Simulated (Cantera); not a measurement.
A perfectly stirred reactor is fed with H₂ : O₂ : N₂ = 1 : 0.455 : 1.71 (molar parts), at 1.01 bar; it is adiabatic with a 550 K inlet, and is followed from long to short residence time, starting on the burning branch (τ in s: 0.25, 0.092, 0.034, 0.013, 0.0047, 0.0017, 0.00064, 0.00024, 8.8e-05).

Cantera simulation using GRI-Mech 3.0 (53 species, 325 reactions); the numbers are that mechanism's predictions, not measurements.

Problem. Predict: blow-out, bracketed by the residence times tried; x(H₂) at τ = 0.250 s; x(O₂) at τ = 0.250 s; x(H) at τ = 0.250 s; x(NO) at τ = 0.250 s; x(H₂O₂) at τ = 0.250 s; x(H₂) at τ = 4.70 ms; x(O₂) at τ = 4.70 ms; x(H) at τ = 4.70 ms; x(NO) at τ = 4.70 ms; x(H₂O₂) at τ = 4.70 ms.

Solution. 
* **blow-out, bracketed by the residence times tried**: burning at 88.0 µs, the shortest tried
* **x(H₂) at τ = 0.250 s**: 0.0424
* **x(O₂) at τ = 0.250 s**: 0.00244
* **x(H) at τ = 0.250 s**: 0.00573
* **x(NO) at τ = 0.250 s**: 0.00221
* **x(H₂O₂) at τ = 0.250 s**: 1.15e-7
* **x(H₂) at τ = 4.70 ms**: 0.0460
* **x(O₂) at τ = 4.70 ms**: 0.00468
* **x(H) at τ = 4.70 ms**: 0.00933
* **x(NO) at τ = 4.70 ms**: 0.000982
* **x(H₂O₂) at τ = 4.70 ms**: 1.58e-7
